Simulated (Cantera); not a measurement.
## Adiabatic ignition

An adiabatic, constant-pressure homogeneous reactor starts with CH4 : O2 : N2 : H2O = 1 : 9.4 : 24.3 : 2.1 (molar parts), equivalence ratio 0.21, at 1700 K and 660000 Pa.

Detailed kinetics in Cantera: GRI-Mech 3.0 (53 species, 325 reactions).

```
t (s)     T (K)   x CH4   x O2   x H2O      x H    x CO2
--------  -----  ------  -----  ------  -------  -------
2.00e-6    1700  0.0272  0.255  0.0571  1.09e-7  1.96e-9
1.08e-5    1700  0.0268  0.255  0.0573  8.59e-7  9.32e-7
5.86e-5    2233  <1e-12  0.200   0.109  6.86e-5   0.0262
0.000317   2245  <1e-12  0.200   0.109  3.39e-5   0.0269
0.00172    2244  <1e-12  0.200   0.109  3.37e-5   0.0269
0.00931    2242  <1e-12  0.199   0.109  3.31e-5   0.0269
0.0504     2231  <1e-12  0.197   0.109  3.04e-5   0.0270
0.273      2220  <1e-12  0.194   0.109  2.78e-5   0.0270
1.48       2220  <1e-12  0.194   0.109  2.77e-5   0.0270
8.00       2220  <1e-12  0.194   0.109  2.77e-5   0.0270
```
x: mole fraction; the columns are a selection and need not sum to one.

```json
{
  "time_of_steepest_temperature_rise": "30.8 µs",
  "temperature at 8.00 s": "2220 K",
  "equilibrium_temperature": "2220 K",
  "x(CH4) at 8.00 s": "<1e-12 (gas-phase equilibrium <1e-12)",
  "x(O2) at 8.00 s": "0.194 (gas-phase equilibrium 0.194)",
  "x(H2O) at 8.00 s": "0.109 (gas-phase equilibrium 0.109)"
}
```
